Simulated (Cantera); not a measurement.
An isothermal, constant-pressure homogeneous reactor starts with CH4 : CO2 = 1 : 0.33 (molar parts), at 1375 K and 0.133 bar. Integrator tolerance rtol = 1e-08.

Computed with Cantera and GRI-Mech 3.0 (53 species, 325 reactions). GRI-Mech 3.0 stops at C3 and has no aromatics, soot or wall deposition, so with more carbon than oxygen in the feed, carbon stays in small species such as C2H2 where larger ones or solid carbon would form.

Problem. What does this change do: CH4 1 to 0.21 parts?

Solution. 
| quantity | before | after |
|---|---|---|
| x(CH4) at 10.0 s | 0.532 (gas-phase equilibrium 0.0646) | 0.292 (gas-phase equilibrium 1.31e-7) |
| x(CO2) at 10.0 s | 0.196 (gas-phase equilibrium 6.76e-8) | 0.532 (gas-phase equilibrium 0.0507) |
| x(H) at 10.0 s | 1.21e-6 (gas-phase equilibrium 7.11e-6) | 7.28e-7 (gas-phase equilibrium 5.69e-6) |
| x(CO) at 10.0 s | 0.0221 (gas-phase equilibrium 0.266) | 0.0375 (gas-phase equilibrium 0.512) |
| x(C2H4) at 10.0 s | 0.00384 (gas-phase equilibrium 0.00790) | 0.00175 (gas-phase equilibrium <1e-12) |
| x(CH2) at 10.0 s | 4.23e-10 (gas-phase equilibrium 1.41e-10) | 4.83e-10 (gas-phase equilibrium <1e-12) |

Problem. What does this change do: CO2 0.33 to 0.044 parts?

Solution. 
```tsv
quantity	before	after
x(CH4) at 10.0 s	0.532 (gas-phase equilibrium 0.0646)	0.655 (gas-phase equilibrium 0.109)
x(CO2) at 10.0 s	0.196 (gas-phase equilibrium 6.76e-8)	0.0315 (gas-phase equilibrium 1.63e-9)
x(H) at 10.0 s	1.21e-6 (gas-phase equilibrium 7.11e-6)	1.45e-6 (gas-phase equilibrium 7.56e-6)
x(CO) at 10.0 s	0.0221 (gas-phase equilibrium 0.266)	0.00428 (gas-phase equilibrium 0.0475)
x(C2H4) at 10.0 s	0.00384 (gas-phase equilibrium 0.00790)	0.00540 (gas-phase equilibrium 0.0175)
x(CH2) at 10.0 s	4.23e-10 (gas-phase equilibrium 1.41e-10)	3.69e-10 (gas-phase equilibrium 2.10e-10)
```

Problem. What does this change do: CO2 0.33 to 0.056 parts?

Solution. 
| quantity | before | after |
|---|---|---|
| x(CH4) at 10.0 s | 0.532 (gas-phase equilibrium 0.0646) | 0.648 (gas-phase equilibrium 0.106) |
| x(CO2) at 10.0 s | 0.196 (gas-phase equilibrium 6.76e-8) | 0.0398 (gas-phase equilibrium 2.60e-9) |
| x(H) at 10.0 s | 1.21e-6 (gas-phase equilibrium 7.11e-6) | 1.44e-6 (gas-phase equilibrium 7.54e-6) |
| x(CO) at 10.0 s | 0.0221 (gas-phase equilibrium 0.266) | 0.00535 (gas-phase equilibrium 0.0596) |
| x(C2H4) at 10.0 s | 0.00384 (gas-phase equilibrium 0.00790) | 0.00531 (gas-phase equilibrium 0.0169) |
| x(CH2) at 10.0 s | 4.23e-10 (gas-phase equilibrium 1.41e-10) | 3.72e-10 (gas-phase equilibrium 2.06e-10) |
